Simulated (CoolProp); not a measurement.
n-perfluoropentane at several states: Z from the reference equation and from simpler models built on Tc = 421.0 K, pc = 2063 kPa, ω = 0.436; each cubic takes its own stable root.

Values from CoolProp's reference Helmholtz-energy equation of state, Gao 2022.

```tsv
T (K)	p (kPa)	phase	reference
341.8	40	gas	0.9861
208.9	4050	liquid	0.3571
406.4	13.5	gas	0.9975
280.3	2640	liquid	0.1950
357.7	80.5	gas	0.9760
```

### Question
How far does each simpler model (van der Waals, Redlich-Kwong, Soave-Redlich-Kwong, Peng-Robinson) lie from the reference over these 5 states: mean and median of the absolute difference, and the worst?

### Answer
- van der Waals: mean 25.6 %, median 0.7 %, worst +64.6 % at 208.9 K and 4050 kPa
- Redlich-Kwong: mean 5.1 %, median 0.3 %, worst +12.6 % at 280.3 K and 2640 kPa
- Soave-Redlich-Kwong: mean 3.0 %, median 0.0 %, worst +8.5 % at 208.9 K and 4050 kPa
- Peng-Robinson: mean 1.8 %, median 0.2 %, worst -5.4 % at 280.3 K and 2640 kPa
